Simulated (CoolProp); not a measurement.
Model: reference Helmholtz-energy equation of state, Bücker 2006, in CoolProp.

Task: For n-butane, give the phase and the Z, cp (kJ/(kg K)), cv (kJ/(kg K)), Joule-Thomson coefficient (K/MPa) at 30.75 °C and 32.7 bar; 30.75 °C and 76.4 bar; 30.75 °C and 87.3 bar.

Result: 
- 30.75 °C and 32.7 bar: liquid; Z 0.132, cp 2.45, cv 1.75, Joule-Thomson coefficient -0.283
- 30.75 °C and 76.4 bar: liquid; Z 0.304, cp 2.42, cv 1.75, Joule-Thomson coefficient -0.317
- 30.75 °C and 87.3 bar: liquid; Z 0.346, cp 2.41, cv 1.75, Joule-Thomson coefficient -0.324
